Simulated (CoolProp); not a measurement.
Vapour-liquid equilibrium of sulfur dioxide (1) + toluene (2) at 338.9 K; x and y are mole fractions of (1).

Computed with CoolProp (multi-fluid Helmholtz-energy mixture model, Gao 2016 and Lemmon 2006; pair parameters Bell 2016).

Question: Give the bubble pressure and the first vapour's composition at x = 0.05, 0.65, 0.95. Is there an azeotrope?

Answer: x = 0.05: 0.06628 MPa, y = 0.662; x = 0.65: 0.8109 MPa, y = 0.987; x = 0.95: 1.204 MPa, y = 0.998. No azeotrope shows between x = 0.05 and 0.95.

Pair parameters are fitted to limited data, so mixtures are less certain than the pure fluids.
